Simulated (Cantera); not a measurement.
**Catalytic stagnation flow on Pt**

A jet of 1.59 % CH4, 19.9 % O2, 78.5 % N2, equivalence ratio 0.16 at 300 K and 40000 Pa hits a platinum plate 5.9 cm away at a mass flux of 0.12 kg/m²/s; the plate temperature is set and raised in steps from an oxygen-covered start.

Cantera simulation using Deutschmann's 1995 Pt surface mechanism with GRI-Mech 3.0 gas chemistry; the numbers are that mechanism's predictions, not measurements. Catalytic surfaces can have several steady states; this one follows from the mechanism file's or the stated starting coverage.

```csv
plate T (K),wall x CH4,wall x O2,wall x H2O,wall x OH,wall x CO,wall x CO2,θ free Pt,θ O*,θ OH*
950,0.00778,0.181,0.0151,4.40e-8,3.07e-6,0.00991,0.161,0.837,0.00155
1000,0.00534,0.176,0.0196,1.23e-7,2.81e-6,0.0129,0.216,0.783,0.00164
1050,0.00369,0.173,0.0226,3.00e-7,2.53e-6,0.0148,0.273,0.726,0.00161
1100,0.00242,0.170,0.0246,7.08e-7,3.45e-6,0.0161,0.331,0.667,0.00153
1150,0.00161,0.169,0.0261,1.43e-6,4.20e-6,0.0170,0.390,0.609,0.00142
1200,0.00103,0.168,0.0272,2.66e-6,5.00e-6,0.0177,0.447,0.552,0.00129
1250,0.000612,0.167,0.0281,4.70e-6,5.70e-6,0.0182,0.502,0.496,0.00117
1300,0.000316,0.166,0.0288,7.93e-6,6.11e-6,0.0186,0.555,0.444,0.00106
```
x: mole fraction at the wall; θ: surface coverage.
